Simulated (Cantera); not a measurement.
A closed system holds: 1 mol Fe₃O₄, 1.4 mol C, 4.9 mol H₂, equilibrated at 998.15 K and 3800 Pa.

These are equilibrium values from Cantera (NASA tables, ideal gas, pure condensed phases), not measurements of a reactor. Candidate condensed phases: C, C₆H₆, C₇H₈, C₈H₁₈, Fe, Fe(CO)₅, FeO, Fe(OH)₂, Fe(OH)₃, Fe₂O₃, Fe₃O₄, H₂O; 114 gas species. The tables' stoichiometric FeO is somewhat more stable than real wüstite, so its field is too wide. FeO: taken at fixed stoichiometry. Equilibrium is a limit: real reactors are often held back by kinetics, nucleation or transport.

### Question
What is the equilibrium state?

### Answer
```
Quantity                                   Result
--------------------------------------  ---------
x(H₂)                                       0.660
x(CO)                                       0.177
x(H₂O)                                      0.117
x(CO₂)                                     0.0455
x(CH₄)                                    2.48e-5
n(Fe(α))                                 1.43 mol
n(FeO(s))                                1.57 mol
gas amount                              6.300 mol
log10 activity of C(graphite) (absent)      -1.81
log10 activity of Fe(OH)₂(s) (absent)       -7.18
log10 activity of Fe(OH)₃(s) (absent)      -13.45
```
